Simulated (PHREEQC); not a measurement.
0.15 g of hydrous ferric oxide (600 m²/g; 0.2 weak and 0.005 strong sites per Fe, Dzombak-Morel constants, diffuse double layer) in 1 kg of water with 0.001 mol/kgw of an inert sodium salt and 0.024 mmol/kgw Na2HAsO4, at 25 °C; the pH is set by adding NaOH or the inert anion's acid. Oxygen is held at 0.21 atm. CO2 from the air is kept out. No solid was allowed to form.

Model: ion-association model, wateq4f.dat, run in PHREEQC.

| pH | As sorbed (%) | surface charge σ (C/m²) | surface potential ψ (mV) |
|---|---|---|---|
| 4 | 100.0 | 0.099 | 200 |
| 4.5 | 100.0 | 0.062 | 178 |
| 5.5 | 100.0 | 0.023 | 128 |
| 6 | 100.0 | 0.013 | 100 |
| 6.5 | 100.0 | 0.007 | 72 |
| 7.5 | 100.0 | 0.001 | 15 |
| 8 | 99.7 | -0.001 | -14 |
| 8.5 | 97.5 | -0.004 | -43 |
| 9.5 | 57.4 | -0.011 | -92 |
| 10 | 26.9 | -0.018 | -113 |
| 10.5 | 7.8 | -0.030 | -134 |
| 11.5 | 0.5 | -0.108 | -170 |
| 12 | 0.2 | -0.201 | -176 |

Complexes and solids missing from the database can't appear.
